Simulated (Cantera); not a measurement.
Diamond growth

A diamond (100) surface in a fixed gas of H2 with x(CH4) = 0.012, x(H) = 0.034, at 1350 K, 0.0158 atm; coverages are run to steady state.

Cantera simulation using the Harris–Goodwin 1993 mechanism for the reconstructed diamond (100) surface; the numbers are that mechanism's predictions, not measurements.

| x(CH3) | growth (µm/h) | θ c6HH | θ c6H* | θ c6*H | θ c6** | θ c6HM |
|---|---|---|---|---|---|---|
| 1e-06 | 0.00445 | 0.350 | 0.0548 | 0.539 | 0.0565 | 3.00e-7 |
| 2.8e-06 | 0.0125 | 0.350 | 0.0548 | 0.539 | 0.0565 | 8.41e-7 |
| 7.8e-06 | 0.0347 | 0.350 | 0.0548 | 0.539 | 0.0565 | 2.34e-6 |
| 2.2e-05 | 0.0980 | 0.350 | 0.0548 | 0.539 | 0.0565 | 6.61e-6 |
| 6e-05 | 0.267 | 0.350 | 0.0548 | 0.539 | 0.0565 | 1.80e-5 |
| 0.00017 | 0.756 | 0.350 | 0.0548 | 0.539 | 0.0565 | 5.10e-5 |
| 0.00047 | 2.09 | 0.350 | 0.0547 | 0.539 | 0.0563 | 0.000141 |
| 0.0013 | 5.74 | 0.350 | 0.0547 | 0.538 | 0.0560 | 0.000388 |
| 0.0036 | 15.7 | 0.349 | 0.0546 | 0.537 | 0.0550 | 0.00107 |
θ: site fractions in the mechanism's names (c6HH fully hydrogenated, c6H* and c6*H radical sites, c6** diradical, c6HM methylated).
